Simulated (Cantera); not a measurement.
A perfectly stirred reactor is fed with H2 : O2 : N2 : H2O = 1 : 0.357 : 3.5 : 0.099 (molar parts), equivalence ratio 1.4, at 10.0 bar; it is adiabatic with a 473 K inlet, and is followed from long to short residence time, starting on the burning branch (τ in s: 0.023, 0.01, 0.0045, 0.002, 0.00088, 0.00039, 0.00017, 7.6e-05, 3.4e-05, 1.5e-05, 6.6e-06).

Cantera simulation using GRI-Mech 3.0 (53 species, 325 reactions); the numbers are that mechanism's predictions, not measurements. The hydrogen kinetics of GRI-Mech 3.0 are dated; newer H2 mechanisms differ, most at raised pressure.

One state of this run: T (K) = 1565; x H2 = 0.0627; x O2 = 0.000621; x H2O = 0.175; x O = 7.27e-6; x HO2 = 4.31e-6; x NO2 = 1.07e-10; x NO = 1.27e-6. x: mole fraction; the columns are a selection and need not sum to one.

**Question.** Which value of τ (s) does it belong to?
A) 0.00088
B) 0.00039
C) 0.0045
D) 0.00017

**Answer.** A, 0.00088
